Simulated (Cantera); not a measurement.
A closed system holds: 1 mol trisilylamine, 0.16 mol NH3, at 1900 K and 0.950 bar.

Cantera equilibrium calculation (NASA polynomials, part measured and part estimated; ideal gas, pure solids and liquids). Candidate condensed phases: Si, Si3N4; 18 gas species. The feed counts by its element totals alone. Mutual solubility and eutectic melting of coexisting phases are not modelled. Gases not in the tables: Si2H6 and higher silanes. The numbers say what is thermodynamically allowed, not how fast it happens.

### Question
What is the equilibrium state?

### Answer
```
Item             Value
-----------  ---------
x(H2)            0.956
x(N2)           0.0434
x(H)          0.000796
x(SiH2)        5.57e-5
x(Si)          1.33e-5
x(SiH)         1.10e-5
x(NH3)         4.43e-6
x(Si2N)        1.30e-6
n(Si(l))      2.45 mol
n(Si3N4(s))  0.183 mol
gas amount   4.957 mol
```
